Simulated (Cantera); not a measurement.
A perfectly stirred reactor is fed with 1.06 % C2H6, 96.1 % N2, 2.85 % H2O, at 0.000200 bar; it is held at 1800 K, and followed from long to short residence time.

Computed with Cantera and GRI-Mech 3.0 (53 species, 325 reactions). Radical loss at walls, strong at low pressure, is not modelled.

**Question.** Predict: x(C2H6) at τ = 21.0 s; x(H) at τ = 21.0 s; x(H2) at τ = 21.0 s; x(CH2) at τ = 21.0 s; x(CH4) at τ = 21.0 s; x(C2H6) at τ = 81.0 ms; x(H) at τ = 81.0 ms; x(H2) at τ = 81.0 ms; x(CH2) at τ = 81.0 ms; x(CH4) at τ = 81.0 ms.

**Answer.** 
| Item | Result |
|---|---|
| x(C2H6) at τ = 21.0 s | 6.21e-6 |
| x(H) at τ = 21.0 s | 0.000531 |
| x(H2) at τ = 21.0 s | 0.0267 |
| x(CH2) at τ = 21.0 s | 6.72e-6 |
| x(CH4) at τ = 21.0 s | 0.000997 |
| x(C2H6) at τ = 81.0 ms | 0.00120 |
| x(H) at τ = 81.0 ms | 0.000986 |
| x(H2) at τ = 81.0 ms | 0.00836 |
| x(CH2) at τ = 81.0 ms | 6.33e-5 |
| x(CH4) at τ = 81.0 ms | 0.00131 |
